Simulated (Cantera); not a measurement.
A perfectly stirred reactor is fed with 56.2 % NH₃, 43.8 % N₂, at 0.0263 atm; it is held at 1950 K, and followed from long to short residence time.

Computed with Cantera and the gas-phase N/H chemistry of the illustrative SiF4/NH3 mechanism in the Surface Chemkin manual (1991). Walls and surfaces, which speed up NH3 decomposition in real reactors, are not modelled.

Task: Predict: x(NH₃) at τ = 22.0 s; x(N₂H₂) at τ = 22.0 s; x(NH₂) at τ = 22.0 s; x(H) at τ = 22.0 s; x(NH₃) at τ = 48.0 ms; x(N₂H₂) at τ = 48.0 ms; x(N₂H₄) at τ = 48.0 ms; x(NH₂) at τ = 48.0 ms; x(H) at τ = 48.0 ms.

Result: 
| Property | Result |
|---|---|
| x(NH₃) at τ = 22.0 s | 0.0310 |
| x(N₂H₂) at τ = 22.0 s | 1.42e-7 |
| x(NH₂) at τ = 22.0 s | 0.000117 |
| x(H) at τ = 22.0 s | 0.000671 |
| x(NH₃) at τ = 48.0 ms | 0.537 |
| x(N₂H₂) at τ = 48.0 ms | 5.04e-6 |
| x(N₂H₄) at τ = 48.0 ms | 1.78e-8 |
| x(NH₂) at τ = 48.0 ms | 0.000976 |
| x(H) at τ = 48.0 ms | 1.62e-5 |
